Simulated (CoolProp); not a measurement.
Vapour-liquid equilibrium of R125 (1) + propane (2) at 247.7 K; x and y are mole fractions of (1).

The numbers come from the multi-fluid Helmholtz-energy mixture model, Lemmon 2005 and Lemmon 2009; pair parameters Bell 2016 in CoolProp.

```tsv
x	bubble pressure, mixture model (MPa)	bubble pressure, Raoult's law (MPa)	y, mixture model	y, Raoult's law
0.05	0.2479	0.2037	0.219	0.067
0.125	0.2948	0.2092	0.374	0.164
0.2	0.3223	0.2148	0.452	0.255
0.275	0.3381	0.2203	0.497	0.342
0.35	0.3472	0.2258	0.527	0.424
0.425	0.3524	0.2313	0.549	0.503
0.5	0.3554	0.2369	0.568	0.578
0.575	0.3567	0.2424	0.588	0.649
0.65	0.3561	0.2479	0.612	0.718
0.725	0.3529	0.2535	0.643	0.783
0.8	0.3451	0.2590	0.687	0.846
0.875	0.3299	0.2645	0.756	0.905
0.95	0.3024	0.2701	0.871	0.963
```

The largest gap from Raoult's law is +53.8 % in bubble pressure, at x = 0.35. y crosses x between x = 0.575 and 0.65: the model has an azeotrope there.

Pair parameters are fitted to limited data, so mixtures are less certain than the pure fluids. With so large a gap from Raoult's law the liquid may split in two, which this calculation doesn't test in full.
